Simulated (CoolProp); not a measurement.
Computed with CoolProp (reference Helmholtz-energy equation of state, Zhou 2012).

Problem. For m-xylene, give the phase and the cp (kJ/(kg K)), speed of sound (m/s) at 141.45 °C and 3.26 MPa.

Solution. 
- 141.45 °C and 3.26 MPa: liquid; cp 2.12, speed of sound 897
